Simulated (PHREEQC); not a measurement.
## Leach liquor

A solution holds 5.1 mmol/kgw H2SO4, 86 mmol/kgw FeSO4 and 15 mmol/kgw Na2SO4, at 25 °C. Closed to the air; pH follows from the charge balance.

The numbers come from PHREEQC with the ion-association model, phreeqc.dat.

Each row changes one thing in this solution. Precipitation was switched off in this run.

```
case                                               pH  ionic strength (mol/kgw)  SO4-2 (mol/kgw)  HSO4- (mol/kgw)
-----------------------------------------------  ----  ------------------------  ---------------  ---------------
as made                                          2.56                     0.227           0.0578          0.00576
diluted 2-fold with water                        2.73                     0.123           0.0316          0.00256
Na2SO4 from 0.015 to 0.03 mol/kgw                2.60                     0.261           0.0684          0.00603
H2SO4 from 0.0051 to 0.0255 mol/kgw              1.85                     0.243           0.0556           0.0283
FeSO4 left out                                   2.29                    0.0499           0.0149          0.00419
0.0046 mol/kgw H3PO4 added                       2.40                     0.226           0.0571          0.00824
Na2SO4 replaced by NH4HSO4 at the same molality  2.14                     0.216           0.0510           0.0137
```

Complexes and solids missing from the database can't appear.
